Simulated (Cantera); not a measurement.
**Zr + NH3 + H2 (tantalum, niobium, vanadium and zirconium in process gases)**

Feed: 1 mol Zr, 0.1 mol NH3, 1.9 mol H2, at 0.00850 bar.

Equilibrium computed with Cantera from the NASA thermochemical tables; the gas is ideal and each condensed phase is pure. Candidate condensed phases: Zr, ZrN; 11 gas species. Mutual solubility and eutectic melting of coexisting phases are not modelled. ZrN: taken at fixed stoichiometry. Condensed phases not in the tables: N, O or C dissolved in the metal. Rates play no part.

From 1998 K to 2123 K the condensed part is Zr(β) + ZrN(s). From 2148 K to 2273 K the condensed part is Zr(l) + ZrN(s). The main Zr-bearing gas is Zr throughout.

```csv
T (K),log p H2,log p H,log p Zr,log p N2,n Zr(β),n ZrN(s),n Zr(l)
1998,-2.08,-3.83,-8.63,-9.53,0.900,0.1000,0
2023,-2.08,-3.76,-8.43,-9.30,0.900,0.1000,0
2048,-2.08,-3.69,-8.24,-9.07,0.900,0.1000,0
2073,-2.08,-3.62,-8.06,-8.85,0.900,0.1000,0
2098,-2.09,-3.55,-7.88,-8.64,0.900,0.1000,0
2123,-2.09,-3.49,-7.70,-8.43,0.900,0.1000,0
2148,-2.09,-3.43,-7.53,-8.22,0,0.1000,0.900
2173,-2.09,-3.36,-7.37,-8.00,0,0.1000,0.900
2198,-2.10,-3.30,-7.21,-7.80,0,0.1000,0.900
2223,-2.10,-3.24,-7.06,-7.60,0,0.1000,0.900
2248,-2.11,-3.19,-6.91,-7.40,0,0.1000,0.900
2273,-2.11,-3.13,-6.76,-7.21,0,0.1000,0.900
```
log p: log10 of the partial pressure in bar; n: condensed amount in mol.
